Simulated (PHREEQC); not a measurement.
**Alkaline etch or developer (model solution)**

Solution (20 °C): 5.4 mmol/kgw TMAH, 0.011 mmol/kgw H4SiO4 and 13 mmol/kgw K2CO3. Closed to the air; pH follows from the charge balance.

Equilibrium calculation in PHREEQC: ion-association model, wateq4f.dat.

```json
{
 "pH": "11.84",
 "ionic_strength": "0.0441 mol/kgw",
 "total_alkalinity": "31.4 meq/kg"
}
```

```tsv
species	molality	activity	log γ
K+	0.0260	0.0214	-0.085
CO3-2	0.0127	0.00624	-0.310
OH-	0.00565	0.00464	-0.086
(CH3)4N+	0.00540	0.00446	-0.083
HCO3-	0.000259	0.000217	-0.077
H3SiO4-	1.03e-5	8.52e-6	-0.083
H2SiO4-2	5.78e-7	2.83e-7	-0.310
H4SiO4	1.00e-7	1.01e-7	0.004
```

This is a speciation only: nothing precipitates in the calculation. Species that the database lacks are ignored. (CH3)4N+ isn't in the database: it is added as a free cation with an ion size of 4 Å.
